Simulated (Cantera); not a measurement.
Hydrogen reduction and annealing atmospheres: Cr2O3 + H2 + N2

Input: 1 mol Cr2O3, 480 mol H2, 0.49 mol N2, equilibrated at 110 Pa.

These are equilibrium values from Cantera (NASA tables, ideal gas, pure condensed phases), not measurements of a reactor. Candidate condensed phases: Cr, CrN, Cr2N, Cr2O3, H2O; 29 gas species. Mutual solubility and eutectic melting of coexisting phases are not modelled. Rates play no part.

From 1350 K to 1450 K the condensed part is Cr(s) + Cr2O3(s). From 1550 K to 1650 K the condensed part is Cr2O3(s). From 1750 K to 2150 K nothing is condensed. The main Cr-bearing gas is Cr throughout.

```
T (K)  log p H2  log p H  log p H2O  log p Cr  log p N2  n Cr(s)  n Cr2O3(s)
-----  --------  -------  ---------  --------  --------  -------  ----------
1350      -2.96    -7.10      -6.35     -7.74     -5.95    0.124       0.934
1450      -2.96    -6.50      -6.01     -6.71     -5.95    0.197       0.859
1550      -2.96    -5.98      -5.69     -5.87     -5.95        0       0.705
1650      -2.96    -5.52      -5.23     -5.41     -5.95        0       0.139
1750      -2.97    -5.12      -5.17     -5.34     -5.95        0           0
1850      -2.97    -4.75      -5.17     -5.35     -5.96        0           0
1950      -2.98    -4.43      -5.17     -5.35     -5.96        0           0
2050      -2.99    -4.14      -5.18     -5.36     -5.97        0           0
2150      -3.02    -3.88      -5.20     -5.37     -5.98        0           0
```
log p: log10 of the partial pressure in bar; n: condensed amount in mol.
